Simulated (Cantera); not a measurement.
Charge: 1 mol Cu, 0.7 mol F2, 0.35 mol H2, at 1175 K and 1000 Pa.

These are equilibrium values from Cantera (NASA tables, ideal gas, pure condensed phases), not measurements of a reactor. Candidate condensed phases: Cu, CuF2; 15 gas species. Mutual solubility and eutectic melting of coexisting phases are not modelled. Rates play no part.

Base state: HF 0.840, CuF 0.0844, CuF2 0.0753 (mole fractions); condensed: Cu(s) + CuF2(l).

What changes in the equilibrium state with this change: H2 from 0.35 to 9.8 mol?


```csv
species,before,after
H2,<1e-9,0.867
HF,0.840,0.133
CuF,0.0844,7.33e-8
CuF2,0.0753,<1e-9
"Cu(s), mol",0.615,1.000
"CuF2(l), mol",0.252,0
```

What changes in the equilibrium state with this change: temperature from 1175 K to 1475 K?


```json
[
 {"species": "HF", "before": "0.840", "after": "0.510"},
 {"species": "CuF", "before": "0.0844", "after": "0.469"},
 {"species": "CuF2", "before": "0.0753", "after": "0.0204"},
 {"species": "Cu", "before": "6.05e-7", "after": "0.000536"},
 {"species": "F", "before": "2.79e-7", "after": "1.51e-5"},
 {"species": "Cu(s), mol", "before": "0.615", "after": "0"},
 {"species": "CuF2(l), mol", "before": "0.252", "after": "0"},
 {"species": "Cu(l), mol", "before": "0", "after": "0.327"}
]
```
